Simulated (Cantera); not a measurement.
Input: 1 mol SiO₂, 5 mol C, 8.3 mol N₂, at 850 K and 0.00750 bar.

Cantera equilibrium calculation (NASA polynomials, part measured and part estimated; ideal gas, pure solids and liquids). Candidate condensed phases: C, Si, SiC, SiO₂, Si₂N₂O, Si₃N₄; 34 gas species. N₂ is the only nitrogen source here; it is nearly inert below about 1500 K, so the nitride shown seldom forms there in practice. The numbers say what is thermodynamically allowed, not how fast it happens.

Base state: N₂ 1.000, CO 0.000224 (mole fractions); condensed: C(graphite) + SiO₂(β-quartz) + Si₂N₂O(s).

**Question.** What changes in the equilibrium state with this change: pressure from 0.00750 bar to 0.000180 bar?

**Answer.** 
```csv
species,before,after
N₂,1.000,0.997
CO,0.000224,0.00269
"C(graphite), mol",5.00,4.98
"SiO₂(β-quartz), mol",0.999,0.985
"Si₂N₂O(s), mol",0.000621,0.00747
```

**Question.** What changes in the equilibrium state with this change: 0.028 mol H₂O added?

**Answer.** 
| species | before | after |
|---|---|---|
| N₂ | 1.000 | 0.993 |
| H₂ | 0 | 0.00335 |
| CO | 0.000224 | 0.00335 |
| C(graphite), mol | 5.00 | 4.97 |
| SiO₂(β-quartz), mol | 0.999 | 1.00 |
| Si₂N₂O(s), mol | 0.000621 | 0 |
Further candidate phases: C₆H₆, C₇H₈, C₈H₁₈, H₂O.
